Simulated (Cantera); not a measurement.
A Cantera script and what it prints.

```python
import numpy as np
import cantera as ct

gas_names = [...]  # 118 gases of nasa_gas.yaml made of C, Cl, F, H
cond_names = """
    C(gr) C6H6(L) C7H8(L) C8H18(L),n-octa
""".split()


# ... load() reads the species with a 1 bar reference pressure and builds the phases ...
atoms = {
    'CH2F2': {'C': 1, 'H': 2, 'F': 2},
    'HCl': {'H': 1, 'CL': 1},
}
top_T = {'C(gr)': 4500}  # K; cautious upper limits of use, not melting points


# ... equilibrate(T, P, feed) seeds the gas with the atoms and calls Mixture.equilibrate('TP', solver="vcs", rtol=1e-11, max_steps=5000) ...
results = []
feed = {'CH2F2': 1, 'HCl': 2.4}  # mol
T = 2025  # K
P = 46  # Pa
mix = equilibrate(T, P, feed)
results.append((T, P, feed, dict(zip(mix.species_names, mix.species_moles))))
x = sorted(zip(gas.X, gas.species_names), reverse=True)
print(f"T = {T:g} K  P = {P:g} Pa  gas = {mix.phase_moles(0):.4g} mol")
print("   x: " + "  ".join(f"{s} {v:.3e}" for v, s in x if v > 1e-06))
print("   condensed (mol): " + ("  ".join(f"{mix.phase(i).name} {mix.phase_moles(i):.4g}"
      for i in range(1, mix.n_phases) if mix.phase_moles(i) > 1e-12) or "none"))
```

It prints:

```
T = 2025 K  P = 46 Pa  gas = 4.725 mol
   x: HF 4.232e-01  HCL 3.903e-01  CL 1.176e-01  H2 4.889e-02  H 1.984e-02  F 7.807e-05  C2H2,acetylene 4.424e-05  CL2 9.677e-06  C2HCL 1.562e-06
   condensed (mol): C(gr) 0.9996
```

These are equilibrium values from Cantera (NASA tables, ideal gas, pure condensed phases), not measurements of a reactor.
